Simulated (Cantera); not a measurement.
A freely propagating, adiabatic, planar premixed flame of CH4 : C2H6 : O2 : N2 = 1 : 0.34 : 2.66 : 10 (molar parts), unburnt at 625 K and 35000 Pa; unity-Lewis-number transport, grid criteria slope 0.08 and curve 0.16, no radiation.

Computed with Cantera and GRI-Mech 3.0 (53 species, 325 reactions). Unity Lewis numbers drop preferential diffusion, which matters most where H2 and H carry the flame. Burning velocities carry a grid error of a few per cent, more on coarse grids.

### Question
Predict: laminar burning velocity; thermal thickness; peak x(OH); peak x(O); peak x(HCN).

### Answer
```
Quantity                     Value
------------------------  --------
laminar burning velocity  106 cm/s
thermal thickness         0.986 mm
peak x(OH)                 0.00998
peak x(O)                  0.00448
peak x(HCN)                1.28e-5
```
